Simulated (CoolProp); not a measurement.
Vapour-liquid equilibrium of ethylbenzene (1) + o-xylene (2) at 174.85 °C; x and y are mole fractions of (1).

Model: multi-fluid Helmholtz-energy mixture model, Zhou 2012 and Zhou 2012; pair parameters Bell 2016, in CoolProp.

Give the bubble pressure and the first vapour's composition at x = 0.2, 0.65, 0.95. Is there an azeotrope?

x = 0.2: 0.2224 MPa, y = 0.232; x = 0.65: 0.2441 MPa, y = 0.689; x = 0.95: 0.2564 MPa, y = 0.956. No azeotrope shows between x = 0.05 and 0.95.

Pair parameters are fitted to limited data, so mixtures are less certain than the pure fluids.
